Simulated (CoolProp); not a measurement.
R1224YDZ along the isotherm 199.95 °C: Z from the reference equation and from simpler models built on Tc = 155.5 °C, pc = 3334 kPa, ω = 0.325; each cubic takes its own stable root.

Values from CoolProp's reference Helmholtz-energy equation of state, Akasaka 2023.

```json
[
 {"p (kPa)": "105", "phase": "gas", "reference": "0.9923"},
 {"p (kPa)": "178", "phase": "gas", "reference": "0.9868"},
 {"p (kPa)": "300", "phase": "gas", "reference": "0.9777"},
 {"p (kPa)": "507", "phase": "gas", "reference": "0.9621"},
 {"p (kPa)": "855", "phase": "gas", "reference": "0.9352"},
 {"p (kPa)": "1440", "phase": "gas", "reference": "0.8882"},
 {"p (kPa)": "2440", "phase": "gas", "reference": "0.8024"},
 {"p (kPa)": "4110", "phase": "supercritical", "reference": "0.6406"},
 {"p (kPa)": "6940", "phase": "supercritical", "reference": "0.4010"},
 {"p (kPa)": "11700", "phase": "supercritical", "reference": "0.5118"},
 {"p (kPa)": "19800", "phase": "supercritical", "reference": "0.7562"},
 {"p (kPa)": "33300", "phase": "supercritical", "reference": "1.148"}
]
```

Task: How far does each simpler model (van der Waals, Redlich-Kwong, Soave-Redlich-Kwong, Peng-Robinson) lie from the reference over these 12 states: mean and median of the absolute difference, and the worst?

Result: 
- van der Waals: mean 10.3 %, median 0.4 %, worst +33.9 % at 199.95 °C and 33300 kPa
- Redlich-Kwong: mean 3.3 %, median 1.1 %, worst +9.8 % at 199.95 °C and 11700 kPa
- Soave-Redlich-Kwong: mean 4.7 %, median 0.5 %, worst +22.1 % at 199.95 °C and 6940 kPa
- Peng-Robinson: mean 2.6 %, median 1.0 %, worst +13.4 % at 199.95 °C and 6940 kPa
